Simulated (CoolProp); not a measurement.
A single-stage vapour-compression cycle with R115: evaporating at 211.15 K (dew point), condensing at 240.15 K (bubble point), superheat 5 K, subcooling 2 K, compressor efficiency 0.9, no pressure losses. Each further row changes one setting.

Computed with CoolProp (reference Helmholtz-energy equation of state, Lemmon 2016).

| case | cooling COP | pressure ratio | discharge temperature (K) | refrigerating effect (kJ/kg) | volumetric capacity (kJ/m³) |
|---|---|---|---|---|---|
| as stated | 5.88 | 4.13 | 248.9 | 112 | 314 |
| evaporating temperature 216.15 K | 7.44 | 3.13 | 247.8 | 115 | 416 |
| condensing temperature 235.15 K | 7.28 | 3.33 | 243.7 | 116 | 327 |
| subcooling 7 K | 6.13 | 4.13 | 248.9 | 116 | 327 |
| superheat 15 K | 5.92 | 4.13 | 259.4 | 118 | 316 |
| compressor efficiency 0.8 | 5.23 | 4.13 | 252.5 | 112 | 314 |
